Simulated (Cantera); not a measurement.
# Gas activation for diamond growth

A perfectly stirred reactor is fed with 2.15 % CH4, 97.8 % H2, at 120 Torr; it is held at 1600 K, and followed from long to short residence time.

Cantera simulation using GRI-Mech 3.0 (53 species, 325 reactions); the numbers are that mechanism's predictions, not measurements. GRI-Mech 3.0 stops at C3 and has no aromatics, soot or wall deposition, so with more carbon than oxygen in the feed, carbon stays in small species such as C2H2 where larger ones or solid carbon would form.

```json
[
 {"τ (s)": "1.5", "x CH4": "0.0161", "x H2": "0.981", "x C2H": "1.14e-9", "x CH3": "4.31e-5", "x H": "0.000129"},
 {"τ (s)": "0.57", "x CH4": "0.0187", "x H2": "0.980", "x C2H": "5.69e-10", "x CH3": "4.96e-5", "x H": "0.000128"},
 {"τ (s)": "0.22", "x CH4": "0.0203", "x H2": "0.979", "x C2H": "2.44e-10", "x CH3": "5.28e-5", "x H": "0.000126"},
 {"τ (s)": "0.081", "x CH4": "0.0210", "x H2": "0.979", "x C2H": "8.46e-11", "x CH3": "5.33e-5", "x H": "0.000122"},
 {"τ (s)": "0.031", "x CH4": "0.0213", "x H2": "0.978", "x C2H": "2.40e-11", "x CH3": "5.04e-5", "x H": "0.000114"},
 {"τ (s)": "0.012", "x CH4": "0.0214", "x H2": "0.978", "x C2H": "4.09e-12", "x CH3": "4.26e-5", "x H": "9.57e-5"},
 {"τ (s)": "0.0044", "x CH4": "0.0215", "x H2": "0.978", "x C2H": "<1e-12", "x CH3": "2.73e-5", "x H": "6.13e-5"},
 {"τ (s)": "0.0017", "x CH4": "0.0215", "x H2": "0.978", "x C2H": "<1e-12", "x CH3": "1.30e-5", "x H": "2.90e-5"},
 {"τ (s)": "0.00063", "x CH4": "0.0215", "x H2": "0.978", "x C2H": "<1e-12", "x CH3": "5.03e-6", "x H": "1.12e-5"}
]
```
x: mole fraction; the columns are a selection and need not sum to one.
